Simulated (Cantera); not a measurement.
What does this Cantera script print?

```python
import numpy as np
import cantera as ct

gas_names = """
    H H2 H2S N NH NH2 NH3 N2 N2H2 N2H4 Ni NiS S SH SN S2 S8
""".split()
cond_names = """
    Ni(cr) Ni(L) NiS(b) NiS(a) NiS(L) NiS2(s) NiS2(L) Ni3S2(I) Ni3S2(II) Ni3S2(L) Ni3S4(s) S(cr1) S(cr2)
    S(L)
""".split()


# ... load() reads the species with a 1 bar reference pressure and builds the phases ...
atoms = {
    'NiS': {'Ni': 1, 'S': 1},
    'H2': {'H': 2},
    'N2': {'N': 2},
}
top_T = {'Ni3S4(s)': 620}  # K; cautious upper limits of use, not melting points


# ... equilibrate(T, P, feed) seeds the gas with the atoms and calls Mixture.equilibrate('TP', solver="vcs", rtol=1e-11, max_steps=5000) ...
results = []
T = 1500  # K
P = 240  # Pa
for m in [110, 170, 260, 400, 610, 950, 1500, 2300]:
    feed = {'NiS': 1, 'H2': m, 'N2': 83}  # mol
    mix = equilibrate(T, P, feed)
    results.append((T, P, feed, dict(zip(mix.species_names, mix.species_moles))))

top = {s: max(r[3][s] / sum(r[3][g] for g in gas_names) for r in results) for s in gas_names}
cols = sorted((s for s in top if top[s] > 0.0001), key=lambda s: -top[s])[:8]
seen = [c for c in cond_names if any(r[3].get(c, 0) > 1e-12 for r in results)]
print("log10 of partial pressures in bar; condensed amounts in mol")
print(f"{'n(H2)':>10s}" + "".join(f"{s[:9]:>10s}" for s in cols + seen))
for T, P, feed, n in results:
    ng = sum(n[g] for g in gas_names)
    print(f"{feed['H2']:10.4g}" + "".join(f"{np.log10(max(n[s] / ng * P / 1e5, 1e-99)):10.3f}" for s in cols)
          + "".join(f"{n.get(c, 0):10.4g}" for c in seen))
```

Output:

```
log10 of partial pressures in bar; condensed amounts in mol
     n(H2)        H2        N2       H2S        S2        SH         H    Ni(cr)
       110    -2.867    -2.987    -5.142    -5.671    -6.060    -6.188    0.9946
       170    -2.795    -3.104    -5.198    -5.926    -6.151    -6.152    0.9933
       260    -2.742    -3.236    -5.286    -6.209    -6.266    -6.125    0.9914
       400    -2.703    -3.385    -5.404    -6.523    -6.403    -6.106    0.9885
       610    -2.676    -3.542    -5.541    -6.850    -6.553    -6.092     0.984
       950    -2.657    -3.715    -5.700    -7.207    -6.722    -6.083    0.9767
      1500    -2.644    -3.900    -5.876    -7.585    -6.905    -6.076    0.9649
      2300    -2.636    -4.078    -6.048    -7.945    -7.081    -6.072    0.9478
```

Cantera equilibrium calculation (NASA polynomials, part measured and part estimated; ideal gas, pure solids and liquids).
